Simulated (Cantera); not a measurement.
An isothermal, constant-pressure homogeneous reactor starts with 6.98 % H₂, 38.8 % O₂, 54.3 % N₂, equivalence ratio 0.090, at 1325 K and 0.00217 atm.

Computed with Cantera and the H2/O2 subset of GRI-Mech 3.0, which has no nitrogen chemistry. Radical loss at walls, strong at low pressure, is not modelled. The temperature is held fixed by assumption; the heat of reaction is taken as removed at once.

Problem. Predict: x(H₂) at 1.00 s; x(O₂) at 1.00 s; x(HO₂) at 1.00 s; x(H) at 1.00 s; x(OH) at 1.00 s; x(H₂O) at 1.00 s; x(H₂O₂) at 1.00 s.

Solution. 
```
Quantity                                              Value
-----------------  ----------------------------------------
x(H₂) at 1.00 s     0.00206 (gas-phase equilibrium 3.44e-7)
x(O₂) at 1.00 s         0.348 (gas-phase equilibrium 0.365)
x(HO₂) at 1.00 s    2.75e-7 (gas-phase equilibrium 1.32e-8)
x(H) at 1.00 s       0.0111 (gas-phase equilibrium 2.06e-8)
x(OH) at 1.00 s     0.00476 (gas-phase equilibrium 6.31e-5)
x(H₂O) at 1.00 s      0.0607 (gas-phase equilibrium 0.0723)
x(H₂O₂) at 1.00 s  1.24e-8 (gas-phase equilibrium 1.36e-10)
```
